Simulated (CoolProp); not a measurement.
Properties of water along the isotherm 68.35 °C (Tc = 373.9 °C, pc = 220.6 bar, ω = 0.344).

The numbers come from the reference Helmholtz-energy equation of state, Wagner 2002 in CoolProp.

| p (bar) | phase | Z | isothermal compressibility (1/MPa) | viscosity (µPa s) | conductivity (mW/(m K)) |
|---|---|---|---|---|---|
| 1.05 | liquid | 0.0006807 | 0.0004503 | 413 | 658 |
| 1.54 | liquid | 0.0009983 | 0.0004503 | 413 | 658 |
| 2.25 | liquid | 0.001459 | 0.0004502 | 413 | 658 |
| 3.31 | liquid | 0.002146 | 0.0004500 | 413 | 659 |
| 4.86 | liquid | 0.003150 | 0.0004498 | 413 | 659 |
| 7.13 | liquid | 0.004621 | 0.0004495 | 413 | 659 |
| 10.5 | liquid | 0.006804 | 0.0004491 | 413 | 659 |
| 15.4 | liquid | 0.009977 | 0.0004485 | 413 | 659 |
| 22.5 | liquid | 0.01457 | 0.0004476 | 413 | 660 |
| 33.1 | liquid | 0.02143 | 0.0004462 | 414 | 660 |
| 48.6 | liquid | 0.03144 | 0.0004442 | 414 | 661 |
| 71.3 | liquid | 0.04608 | 0.0004414 | 415 | 662 |
| 105 | liquid | 0.06776 | 0.0004372 | 416 | 664 |
| 154 | liquid | 0.09917 | 0.0004314 | 417 | 666 |
| 225 | liquid | 0.1444 | 0.0004231 | 419 | 670 |
| 331 | liquid | 0.2116 | 0.0004115 | 421 | 675 |

Viscosity comes from a separate model (Huber 2009). Thermal conductivity comes from a separate model (Huber 2012).
